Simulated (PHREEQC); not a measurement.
Solution (25 °C): 18 mmol/kgw KOH and 0.31 mmol/kgw H4SiO4. Closed to the air; pH follows from the charge balance.

Model: ion-association model, wateq4f.dat, run in PHREEQC.

**Question.** The ionic strength comes out as 0.0180 mol/kgw. What activity coefficients do H2SiO4-2, OH-, H3SiO4-, K+ get?

**Answer.** H2SiO4-2 0.60, OH- 0.87, H3SiO4- 0.87, K+ 0.87.

Precipitation was switched off in this run.
